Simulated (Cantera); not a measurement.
**Stirred combustor or abatement burner**

A perfectly stirred reactor is fed with CO : H2 : O2 : N2 = 1 : 0.048 : 0.403 : 1.52 (molar parts), equivalence ratio 1.3, at 0.987 atm; it is adiabatic with a 600 K inlet, and is followed from long to short residence time, starting on the burning branch (τ in s: 0.037, 0.017, 0.0081, 0.0038, 0.0018, 0.00083, 0.00039, 0.00018, 8.4e-05, 3.9e-05, 1.8e-05).

Cantera simulation using GRI-Mech 3.0 (53 species, 325 reactions); the numbers are that mechanism's predictions, not measurements.

| τ (s) | T (K) | x CO | x H2 | x O2 | x N2O | x O | x NO | x H |
|---|---|---|---|---|---|---|---|---|
| 0.037 | 2467 | 0.124 | 0.00116 | 0.0127 | 2.14e-7 | 0.00238 | 0.00355 | 0.00128 |
| 0.017 | 2412 | 0.130 | 0.00125 | 0.0161 | 2.19e-7 | 0.00333 | 0.00284 | 0.00170 |
| 0.0081 | 2328 | 0.139 | 0.00137 | 0.0209 | 2.23e-7 | 0.00502 | 0.00181 | 0.00248 |
| 0.0038 | 2214 | 0.151 | 0.00153 | 0.0266 | 2.25e-7 | 0.00773 | 0.000829 | 0.00385 |
| 0.0018 | 2083 | 0.163 | 0.00169 | 0.0320 | 2.22e-7 | 0.0114 | 0.000334 | 0.00596 |
| 0.00083 | 1932 | 0.175 | 0.00179 | 0.0371 | 2.16e-7 | 0.0160 | 0.000169 | 0.00910 |
| 0.00039 | 1770 | 0.186 | 0.00176 | 0.0421 | 2.10e-7 | 0.0210 | 0.000112 | 0.0129 |
| 0.00018 | 1578 | 0.205 | 0.00167 | 0.0513 | 2.07e-7 | 0.0237 | 6.13e-5 | 0.0156 |
| 8.4e-5 | 600 | 0.337 | 0.0162 | 0.136 | <1e-12 | <1e-12 | <1e-12 | <1e-12 |
| 3.9e-5 | 600 | 0.337 | 0.0162 | 0.136 | <1e-12 | <1e-12 | <1e-12 | <1e-12 |
| 1.8e-5 | 600 | 0.337 | 0.0162 | 0.136 | <1e-12 | <1e-12 | <1e-12 | <1e-12 |
x: mole fraction; the columns are a selection and need not sum to one.
